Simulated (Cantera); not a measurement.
An adiabatic, constant-volume homogeneous reactor starts with C3H8 : O2 : N2 = 2.6 : 8.47 : 31.9 (molar parts), at 1025 K and 10.0 bar.

Cantera simulation using GRI-Mech 3.0 (53 species, 325 reactions); the numbers are that mechanism's predictions, not measurements. GRI-Mech 3.0 was tuned for natural gas; its chemistry of propane as a main component is partial and can be far from experiment.

x: mole fraction; the columns are a selection and need not sum to one.

| t (s) | T (K) | P (bar) | x C3H8 | x O2 | x H2O2 | x C2H4 | x C2H6 | x NO | x N2O |
|---|---|---|---|---|---|---|---|---|---|
| 3.00e-6 | 1025 | 10.0 | 0.0605 | 0.197 | 4.58e-11 | 4.45e-9 | <1e-12 | <1e-12 | <1e-12 |
| 7.98e-6 | 1025 | 10.0 | 0.0605 | 0.197 | 3.47e-10 | 1.39e-8 | <1e-12 | <1e-12 | <1e-12 |
| 2.12e-5 | 1025 | 10.0 | 0.0605 | 0.197 | 2.45e-9 | 4.49e-8 | 1.23e-11 | <1e-12 | <1e-12 |
| 5.64e-5 | 1025 | 10.00 | 0.0605 | 0.197 | 1.60e-8 | 1.74e-7 | 2.79e-10 | <1e-12 | <1e-12 |
| 0.000150 | 1025 | 10.00 | 0.0605 | 0.197 | 8.95e-8 | 8.93e-7 | 7.21e-9 | <1e-12 | <1e-12 |
| 0.000399 | 1025 | 10.00 | 0.0605 | 0.197 | 3.57e-7 | 5.73e-6 | 1.77e-7 | <1e-12 | <1e-12 |
| 0.00106 | 1025 | 10.00 | 0.0605 | 0.197 | 8.47e-7 | 2.93e-5 | 1.77e-6 | <1e-12 | <1e-12 |
| 0.00282 | 1025 | 10.0 | 0.0604 | 0.197 | 1.31e-6 | 0.000106 | 7.86e-6 | <1e-12 | 2.27e-12 |
| 0.00751 | 1025 | 10.0 | 0.0601 | 0.197 | [?] | [?] | [?] | <1e-12 | 7.47e-12 |
| 0.0200 | 1025 | 10.0 | 0.0592 | 0.197 | [?] | [?] | [?] | <1e-12 | 3.27e-11 |
| 0.0531 | 2879 | 32.9 | <1e-12 | 0.000132 | 1.32e-7 | <1e-12 | <1e-12 | 0.000925 | 2.68e-7 |
| 0.141 | 2879 | 32.9 | <1e-12 | 0.000132 | 1.32e-7 | <1e-12 | <1e-12 | 0.000925 | 2.68e-7 |
| 0.376 | 2879 | 32.9 | <1e-12 | 0.000132 | 1.32e-7 | <1e-12 | <1e-12 | 0.000925 | 2.68e-7 |
| 1.00 | 2879 | 32.9 | <1e-12 | 0.000132 | 1.32e-7 | <1e-12 | <1e-12 | 0.000925 | 2.68e-7 |

### Question
What belongs in the gaps?

### Answer

- 0.00751, x H2O2: 1.92e-6
- 0.00751, x C2H4: 0.000341
- 0.00751, x C2H6: 2.80e-5
- 0.0200, x H2O2: 4.56e-6
- 0.0200, x C2H4: 0.00121
- 0.0200, x C2H6: 0.000113
